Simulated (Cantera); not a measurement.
Charge: 1 mol SiHCl3, 0.02 mol HCl, 8.9 mol H2, held at 948.15 K and 2.90 mbar.

Method: chemical equilibrium by Gibbs-energy minimisation in Cantera with the NASA 1993 tables (ideal gas, pure condensed phases). Candidate condensed phases: Si; 19 gas species. The tables' values for SiCl3 are old estimates; treat these amounts as uncertain. The numbers say what is thermodynamically allowed, not how fast it happens.

Base state: H2 0.902, SiCl4 0.0587, HCl 0.0272, SiHCl3 0.00876, SiCl3 0.00147, SiCl2 0.00125, SiH2Cl2 0.000133 (mole fractions); condensed: Si(s).

Task: What changes in the equilibrium state with this change: temperature from 948.15 K to 1423 K?

Result: 
```
species       before     after
----------  --------  --------
H2             0.902     0.796
HCl           0.0272     0.134
SiCl2        0.00125    0.0675
SiCl4         0.0587  0.000306
Cl             <1e-9   1.51e-5
H            9.29e-9  0.000110
SiHCl3       0.00876  0.000142
SiH2Cl2     0.000133   1.00e-5
Si(s), mol     0.281     0.234
```
